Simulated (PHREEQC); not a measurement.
Model water analysis in mg/L, 30 °C, pH 8.16, pe 11.8:

```csv
constituent,mg/L
Na,24.5
K,17.9
Ca,9.58
Mg,2.89
Cl,18.8
S(6) as SO4,0.384
Alkalinity as HCO3,102
N(5) as NO3,0.604
```

Valence states are taken as typed.

The numbers come from PHREEQC with the ion-association model, phreeqc.dat.

Task: The ionic strength comes out as 0.00258 mol/kgw. What activity coefficients do Ca+2, Na+, CaHCO3+, HCO3-, Mg+2 get?

Result: Ca+2 0.80, Na+ 0.95, CaHCO3+ 0.95, HCO3- 0.95, Mg+2 0.80.

No solid was allowed to form.
